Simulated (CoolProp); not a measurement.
C3F8 (R218) at 411.84 K and 0.157 MPa is throttled through a valve to 0.0357 MPa with no heat exchange. Each further row changes one setting.

Values from CoolProp's reference Helmholtz-energy equation of state, Lemmon 2006. It is a short technical equation, of lower accuracy than the large ones.

| case | temperature change (K) | final density (kg/m³) |
|---|---|---|
| as stated | [?] | 1.97 |
| outlet pressure 0.0107 MPa | [?] | [?] |
| outlet pressure 0.0464 MPa | -0.5 | [?] |

Question: Some entries are withheld; supply them.

Answer: 
- as stated, temperature change (K): -0.6
- outlet pressure 0.0107 MPa, temperature change (K): -0.7
- outlet pressure 0.0107 MPa, final density (kg/m³): 0.589
- outlet pressure 0.0464 MPa, final density (kg/m³): 2.56
